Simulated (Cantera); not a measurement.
Charge: 1 mol Cu, 1.5 mol F2, 0.58 mol N2, held at 548.15 K and 0.133 bar.

Cantera equilibrium calculation (NASA polynomials, part measured and part estimated; ideal gas, pure solids and liquids). Candidate condensed phases: Cu, CuF2; 11 gas species. Equilibrium is a limit: real reactors are often held back by kinetics, nucleation or transport.

Base state: N2 0.554, NF3 0.446, F2 0.000859 (mole fractions); condensed: CuF2(s).

Task: What changes in the equilibrium state with this change: pressure from 0.133 bar to 1.60e-5 bar?

Result: 
```json
[
 {"species": "N2", "before": "0.554", "after": "0.544"},
 {"species": "NF3", "before": "0.446", "after": "0.226"},
 {"species": "F2", "before": "0.000859", "after": "0.226"},
 {"species": "F", "before": "2.43e-6", "after": "0.00360"},
 {"species": "CuF2(s), mol", "before": "1.00", "after": "1.00"}
]
```

Task: What changes in the equilibrium state with this change: temperature from 548.15 K to 1325 K?

Result: 
```
species         before    after
------------  --------  -------
F              2.43e-6    0.557
N2               0.554    0.361
CuF2             <1e-9   0.0498
NF3              0.446  4.41e-6
F2            0.000859   0.0325
CuF2(s), mol      1.00        0
CuF2(l), mol         0    0.920
```
